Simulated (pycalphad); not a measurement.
CALPHAD calculation (pycalphad, COST 507 light-alloy database (1999)), 1 atm. The data set is of 1999 and partly superseded. Amounts are mole fractions of atoms.

### Question
Give the equilibrium state of Al-7.226Mg-0.4616Si (wt.%) at 700 K.

### Answer
```
T = 700.00 K, P = 101325 Pa, N = 1 mol of atoms
G = -26410 J/mol, H = 11129 J/mol, S = 53.63 J/(mol K)  (SER reference)
chemical potentials (J/mol): Al -25256, Mg -38056, Si -55898
phase             fraction      x(Al)      x(Mg)      x(Si)
FCC_A1              0.9868     0.9282     0.0718   5.41e-06
MG2SI               0.0132       none     0.6667     0.3333
```

### Question
Give the equilibrium state of Al-7.226Mg-0.4616Si (wt.%) at 850 K.

### Answer
```
T = 850.00 K, P = 101325 Pa, N = 1 mol of atoms
G = -34935 J/mol, H = 18104 J/mol, S = 62.40 J/(mol K)  (SER reference)
chemical potentials (J/mol): Al -33311, Mg -52910, Si -47818
phase             fraction      x(Al)      x(Mg)      x(Si)
FCC_A1              0.7425     0.9498     0.0497   0.000523
LIQUID              0.2568     0.8210     0.1643     0.0147
MG2SI               0.0007       none     0.6667     0.3333
```

Database names, with the compositions (at.%) that they take in these runs: MG2SI: Mg 67 Si 33. FCC_A1 is fcc. An entry "none" or "no" means that the model of the phase leaves that element out.
